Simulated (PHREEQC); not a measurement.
Make-up at 18 °C: 0.023 mol/kgw H2S, 0.0087 mol/kgw NaCl and 0.026 mol/kgw ZnCl2. It is in equilibrium with CO2 at log p = -1 (atm). Otherwise closed; pH follows from the charge balance.

Equilibrium calculation in PHREEQC: ion-association model, phreeqc.dat.

Each row changes one thing in this solution. Precipitation was switched off in this run.

| case | pH | ionic strength (mol/kgw) | Zn+2 (mol/kgw) | Zn(HS)2 (mol/kgw) | H2S (mol/kgw) | ZnCl+ (mol/kgw) | SI of Sphalerite (ZnS) | SI of Halite (NaCl) |
|---|---|---|---|---|---|---|---|---|
| as made | 1.84 | 0.0764 | 0.0166 | 0.00856 | 0.00588 | 0.000803 | +4.03 | -5.05 |
| diluted 2-fold with water | 2.12 | 0.0385 | 0.00840 | 0.00434 | 0.00282 | 0.000249 | +4.05 | -5.60 |
| H2S from 0.023 to 0.0046 mol/kgw | 2.47 | 0.0824 | 0.0229 | 0.00201 | 0.000576 | 0.00108 | +4.41 | -5.05 |
| ZnCl2 from 0.026 to 0.13 mol/kgw | 1.82 | 0.358 | 0.105 | 0.00983 | 0.00335 | 0.0128 | +4.33 | -4.53 |
| temperature from 18 to 40 °C | 1.80 | 0.0735 | 0.0147 | (withheld) | (withheld) | 0.00176 | +3.54 | -5.08 |

Q: Some entries are withheld; supply them.

A: 
- temperature from 18 to 40 °C, Zn(HS)2 (mol/kgw): 0.00950
- temperature from 18 to 40 °C, H2S (mol/kgw): 0.00399

Some of these states are supersaturated (in Sphalerite (slow to form), for instance). Constants without temperature data keep their 25 °C values here.
